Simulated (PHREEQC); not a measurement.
# Copper plating or etch bath: an equilibrium model

Solution (20 °C): 0.0027 mol/kgw Cu(BF4)2 and 0.000748 mol/kgw NaCl. Closed to the air; pH follows from the charge balance.

Equilibrium calculation in PHREEQC: ion-association model, wateq4f.dat.

No solid was allowed to form.

Question: Predict the pH.

Answer: pH 2.98.

Question: In which forms is F present?

Answer: BF4- 69 %, HF 13 %, F- 9.8 %, BF3OH- 6.2 %, BF2(OH)2- 1.7 % of the F.

Real BF4- forms and hydrolyses slowly; the run takes it at equilibrium.
